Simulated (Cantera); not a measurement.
Mixture: H2 : O2 : N2 = 1 : 0.641 : 2.41 (molar parts), equivalence ratio 0.78, at 0.987 atm, adiabatic and at constant pressure. Ignition delay is the time to a rise of 400 K.

Detailed kinetics in Cantera: the H2/O2 subset of GRI-Mech 3.0, which has no nitrogen chemistry. Where the delays flatten at high temperature, the 400 K rule measures the pace of heat release, not the induction time.

**Question.** Predict: delay at 1150 K; delay at 1200 K; delay at 1250 K; delay at 1300 K; delay at 1350 K; delay at 1400 K.

**Answer.** 
| Quantity | Result |
|---|---|
| delay at 1150 K | 63.2 µs |
| delay at 1200 K | 47.8 µs |
| delay at 1250 K | 37.9 µs |
| delay at 1300 K | 31.2 µs |
| delay at 1350 K | 26.6 µs |
| delay at 1400 K | 23.4 µs |
